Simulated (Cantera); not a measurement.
Mixture: C2H4 : O2 : N2 : H2O = 1 : 3.49 : 13.1 : 0.73 (molar parts), at 428 Torr, adiabatic and at constant volume. Ignition delay is the time to a rise of 400 K.

Detailed kinetics in Cantera: GRI-Mech 3.0 (53 species, 325 reactions). GRI-Mech 3.0 was tuned for natural gas; its chemistry of ethylene as a main component is partial and can be far from experiment.

What does this change do: pressure from 428 Torr to 2550 Torr?


```
quantity                                               before      after
--------------------------------------------------  ---------  ---------
delay at 1175 K                                      0.609 ms    1.07 ms
delay at 1375 K                                       90.8 µs    25.7 µs
delay at 1575 K                                       38.6 µs    7.57 µs
delay at 1775 K                                       20.9 µs    3.78 µs
apparent activation energy between 1675 and 1875 K  72 kJ/mol  77 kJ/mol
```

What does this change do: constant pressure in place of constant volume?


| quantity | before | after |
|---|---|---|
| delay at 1175 K | 0.609 ms | 0.627 ms |
| delay at 1375 K | 90.8 µs | 96.5 µs |
| delay at 1575 K | 38.6 µs | 41.6 µs |
| delay at 1775 K | 20.9 µs | 22.8 µs |
| apparent activation energy between 1675 and 1875 K | 72 kJ/mol | 70 kJ/mol |
